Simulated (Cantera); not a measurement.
What does this Cantera script print?

```python
import numpy as np
import cantera as ct

gas = ct.Solution("h2o2.yaml")
gas.TPX = 1025, 17000, {'H2': 1.4, 'O2': 1, 'N2': 11}
reactor = ct.IdealGasConstPressureReactor(gas, energy="off", clone=False)
net = ct.ReactorNet([reactor])
net.rtol, net.atol = 1e-08, 1e-18
show = ['H2', 'O2', 'O', 'H', 'HO2']
times = np.geomspace(2e-06, 200, 15)

steps = ct.SolutionArray(gas, extra=["t"])
rows = []
print(f"{'t/s':>10s}{'T/K':>9s}{'P/Pa':>11s}" + "".join(f"{s:>11s}" for s in show))
for t in times:
    while net.time < t:
        t_next = net.step()
        steps.append(gas.state, t=t_next)
    rows.append([np.interp(t, steps.t, y) for y in (steps.T, steps.P, *steps(*show).X.T)])
    print(f"{t:10.3e}{rows[-1][0]:9.1f}{rows[-1][1]:11.4g}" + "".join(f"{x:11.3e}" for x in rows[-1][2:]))
rate = np.gradient(steps.T, steps.t)
print("integrator steps:", len(steps.t))
if steps.T.max() > steps.T[0] + 200:
    print(f"time of steepest temperature rise: {steps.t[rate.argmax()]:.4e} s")
gas.TPX = 1025, 17000, {'H2': 1.4, 'O2': 1, 'N2': 11}
gas.equilibrate("TP")
print(f"equilibrium (TP): T = {gas.T:.1f} K  " + "  ".join(f"{s} {gas[s].X[0]:.3e}" for s in show))
```

Output:

```
       t/s      T/K       P/Pa         H2         O2          O          H        HO2
 2.000e-06   1025.0    1.7e+04  1.045e-01  7.463e-02  3.188e-14  3.728e-12  3.765e-12
 7.455e-06   1025.0    1.7e+04  1.045e-01  7.463e-02  4.010e-13  1.376e-11  1.409e-11
 2.779e-05   1025.0    1.7e+04  1.045e-01  7.463e-02  4.223e-12  5.350e-11  5.329e-11
 1.036e-04   1025.0    1.7e+04  1.045e-01  7.463e-02  3.981e-11  3.105e-10  2.139e-10
 3.861e-04   1025.0    1.7e+04  1.045e-01  7.463e-02  1.797e-09  1.278e-08  2.222e-09
 1.439e-03   1025.0    1.7e+04  9.651e-02  7.135e-02  5.707e-04  4.168e-03  7.948e-06
 5.365e-03   1025.0    1.7e+04  1.559e-03  2.433e-02  3.169e-04  8.368e-04  4.830e-06
 2.000e-02   1025.0    1.7e+04  1.139e-04  2.366e-02  1.413e-05  7.407e-06  1.919e-06
 7.455e-02   1025.0    1.7e+04  8.630e-06  2.362e-02  1.092e-06  1.739e-07  2.720e-07
 2.779e-01   1025.0    1.7e+04  5.394e-07  2.362e-02  1.238e-07  5.479e-09  2.749e-08
 1.036e+00   1025.0    1.7e+04  5.504e-08  2.362e-02  2.178e-08  3.481e-10  4.298e-09
 3.861e+00   1025.0    1.7e+04  1.065e-08  2.362e-02  4.978e-09  3.671e-11  9.744e-10
 1.439e+01   1025.0    1.7e+04  2.568e-09  2.362e-02  1.268e-09  4.699e-12  2.889e-10
 5.365e+01   1025.0    1.7e+04  7.236e-10  2.362e-02  3.522e-10  7.163e-13  1.618e-10
 2.000e+02   1025.0    1.7e+04  3.438e-10  2.362e-02  1.421e-10  2.197e-13  1.739e-10
integrator steps: 2269
equilibrium (TP): T = 1025.0 K  H2 3.167e-10  O2 2.362e-02  O 1.238e-10  H 1.893e-13  HO2 1.801e-10
```

Detailed kinetics in Cantera: the H2/O2 subset of GRI-Mech 3.0, which has no nitrogen chemistry. The temperature is held fixed by assumption; the heat of reaction is taken as removed at once.
